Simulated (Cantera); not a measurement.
**Equilibrium for boron, boron nitride and boron oxide: B2H6 + N2**

A closed system holds: 1 mol B2H6, 25 mol N2, held at 2373.15 K and 0.840 bar.

Cantera equilibrium calculation (NASA polynomials, part measured and part estimated; ideal gas, pure solids and liquids). Candidate condensed phases: B, BN; 15 gas species. The feed counts by its element totals alone. The tables' values for BH2 are old estimates; treat these amounts as uncertain. The numbers say what is thermodynamically allowed, not how fast it happens.

```
Item                                Result
-------------------------------  ---------
x(N2)                                0.887
x(H2)                                0.108
x(H)                               0.00502
x(BH2)                             4.00e-5
x(B)                               3.84e-6
x(BN)                              1.59e-6
n(BN(s))                          2.00 mol
gas amount                       27.07 mol
log10 activity of B(l) (absent)      -0.87
```
